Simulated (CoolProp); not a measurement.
Vapour-liquid equilibrium of dimethyl ether (1) + 1-butene (2) at -83.85 °C; x and y are mole fractions of (1).

Model: multi-fluid Helmholtz-energy mixture model, Wu 2011 and Lemmon 2005; pair parameters Bell 2016, in CoolProp.

```json
[
 {"x": "0.05", "bubble pressure, mixture model (MPa)": "…", "bubble pressure, Raoult's law (MPa)": "0.001197", "y, mixture model": "0.181", "y, Raoult's law": "0.124"},
 {"x": "0.125", "bubble pressure, mixture model (MPa)": "0.001521", "bubble pressure, Raoult's law (MPa)": "0.001336", "y, mixture model": "…", "y, Raoult's law": "0.277"},
 {"x": "0.2", "bubble pressure, mixture model (MPa)": "0.001731", "bubble pressure, Raoult's law (MPa)": "0.001475", "y, mixture model": "0.481", "y, Raoult's law": "0.401"},
 {"x": "0.275", "bubble pressure, mixture model (MPa)": "…", "bubble pressure, Raoult's law (MPa)": "0.001615", "y, mixture model": "0.568", "y, Raoult's law": "0.504"},
 {"x": "0.35", "bubble pressure, mixture model (MPa)": "0.002077", "bubble pressure, Raoult's law (MPa)": "0.001754", "y, mixture model": "0.635", "y, Raoult's law": "0.591"},
 {"x": "0.425", "bubble pressure, mixture model (MPa)": "…", "bubble pressure, Raoult's law (MPa)": "0.001893", "y, mixture model": "…", "y, Raoult's law": "0.665"},
 {"x": "0.5", "bubble pressure, mixture model (MPa)": "…", "bubble pressure, Raoult's law (MPa)": "0.002033", "y, mixture model": "…", "y, Raoult's law": "0.728"},
 {"x": "0.575", "bubble pressure, mixture model (MPa)": "0.002461", "bubble pressure, Raoult's law (MPa)": "0.002172", "y, mixture model": "0.774", "y, Raoult's law": "0.784"},
 {"x": "0.65", "bubble pressure, mixture model (MPa)": "0.002565", "bubble pressure, Raoult's law (MPa)": "0.002311", "y, mixture model": "0.812", "y, Raoult's law": "0.833"},
 {"x": "0.725", "bubble pressure, mixture model (MPa)": "0.002661", "bubble pressure, Raoult's law (MPa)": "0.002451", "y, mixture model": "0.848", "y, Raoult's law": "0.876"},
 {"x": "0.8", "bubble pressure, mixture model (MPa)": "0.002750", "bubble pressure, Raoult's law (MPa)": "0.002590", "y, mixture model": "0.885", "y, Raoult's law": "0.915"},
 {"x": "0.875", "bubble pressure, mixture model (MPa)": "0.002834", "bubble pressure, Raoult's law (MPa)": "0.002729", "y, mixture model": "0.924", "y, Raoult's law": "0.949"},
 {"x": "0.95", "bubble pressure, mixture model (MPa)": "0.002913", "bubble pressure, Raoult's law (MPa)": "0.002869", "y, mixture model": "0.968", "y, Raoult's law": "0.981"}
]
```

Some entries are withheld; supply them.


- 0.05, bubble pressure, mixture model (MPa): 0.001282
- 0.125, y, mixture model: 0.361
- 0.275, bubble pressure, mixture model (MPa): 0.001916
- 0.425, bubble pressure, mixture model (MPa): 0.002220
- 0.425, y, mixture model: 0.688
- 0.5, bubble pressure, mixture model (MPa): 0.002347
- 0.5, y, mixture model: 0.734

The largest gap from Raoult's law is +18.6 % in bubble pressure, at x = 0.275. No azeotrope shows between x = 0.05 and 0.95.

Pair parameters are fitted to limited data, so mixtures are less certain than the pure fluids.
